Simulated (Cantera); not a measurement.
A closed system holds: 1 mol CH4, 0.91 mol NH3, 29 mol N2, at 52.0 Pa.

Equilibrium computed with Cantera from the NASA thermochemical tables; the gas is ideal and each condensed phase is pure. Candidate condensed phases: C, C6H6, C7H8, C8H18; 92 gas species. Equilibrium is a limit: real reactors are often held back by kinetics, nucleation or transport.

Over these rows the condensed part is C(graphite). Partial pressures as log10 of bar:

| T (K) | 1000/T (1/K) | log p HCN | log p N2 | log p H2 |
|---|---|---|---|---|
| 848 | 1.1792 | -10.34 | -3.33 | -4.27 |
| 998 | 1.0020 | -9.10 | -3.33 | -4.27 |
| 1148 | 0.8711 | ? | -3.33 | -4.27 |
| 1298 | 0.7704 | -7.49 | -3.33 | -4.27 |
| 1448 | 0.6906 | -6.94 | -3.33 | -4.27 |
| 1598 | 0.6258 | -6.50 | -3.33 | -4.28 |

Task: Fit log p(HCN) = a + b·(1000/T) to the five rows, give the apparent enthalpy, and predict the row at 1148 K.

Result: Means: 1000/T = 0.8536, log p = -8.074. Sxy = -1.482056, Sxx = 0.2134220, so b = -6.94 and a = -8.074 − (-6.94)×0.8536 = -2.15.
Apparent enthalpy: −19.145 × (-6.94) = 133 kJ/mol. With the condensed phases at unit activity, C(graphite) + 1/2 N2(g) + 1/2 H2(g) = HCN(g) links this pressure to the main gases: over the six rows their terms move log p by -0.01 in all, so the slope is close to that reaction's ΔH°. The five rows lie within 0.01 of the line.
Prediction at 1148 K: -2.15 + (-6.94)×0.8711 = -8.20. The computed value is -8.19, 0.01 from the line.
